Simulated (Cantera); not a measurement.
Charge: 1 mol Cu₂O, 0.81 mol CH₄, 0.71 mol CO, held at 0.975 Torr.

Method: chemical equilibrium by Gibbs-energy minimisation in Cantera with the NASA 1993 tables (ideal gas, pure condensed phases). Candidate condensed phases: C, C₆H₆, C₇H₈, C₈H₁₈, Cu, CuO, Cu(OH)₂, Cu₂O, H₂O; 113 gas species. Equilibrium is a limit: real reactors are often held back by kinetics, nucleation or transport.

x: gas mole fraction; n: condensed amount in mol.

```json
[
 {"T (°C)": "925", "x H₂": "0.480", "x CO": "0.459", "x Cu": "8.94e-6", "x H": "3.65e-6", "x H₂O": "0.0356", "x CO₂": "0.0249", "n Cu(s)": "2.00", "n Cu(l)": "0"},
 {"T (°C)": "1125", "x H₂": "0.474", "x CO": "0.465", "x Cu": "0.000998", "x H": "9.03e-5", "x H₂O": "0.0416", "x CO₂": "0.0189", "n Cu(s)": "0", "n Cu(l)": "2.00"},
 {"T (°C)": "1325", "x H₂": "0.456", "x CO": "0.455", "x Cu": "0.0297", "x H": "0.000997", "x H₂O": "0.0440", "x CO₂": "0.0147", "n Cu(s)": "0", "n Cu(l)": "1.90"},
 {"T (°C)": "1525", "x H₂": "0.283", "x CO": "0.287", "x Cu": "0.387", "x H": "0.00519", "x H₂O": "0.0291", "x CO₂": "0.00776", "n Cu(s)": "0", "n Cu(l)": "0"},
 {"T (°C)": "1725", "x H₂": "0.270", "x CO": "0.286", "x Cu": "0.384", "x H": "?", "x H₂O": "0.0295", "x CO₂": "?", "n Cu(s)": "0", "n Cu(l)": "0"},
 {"T (°C)": "1925", "x H₂": "?", "x CO": "0.278", "x Cu": "0.374", "x H": "?", "x H₂O": "0.0278", "x CO₂": "?", "n Cu(s)": "0", "n Cu(l)": "0"},
 {"T (°C)": "2125", "x H₂": "0.172", "x CO": "0.262", "x Cu": "0.352", "x H": "0.181", "x H₂O": "0.0209", "x CO₂": "0.00539", "n Cu(s)": "0", "n Cu(l)": "0"}
]
```

Q: Fill in the missing entries.

A: 
- 1925, x H₂: 0.237
- 1925, x H: 0.0752
- 1925, x CO₂: 0.00619
- 1725, x H: 0.0231
- 1725, x CO₂: 0.00680
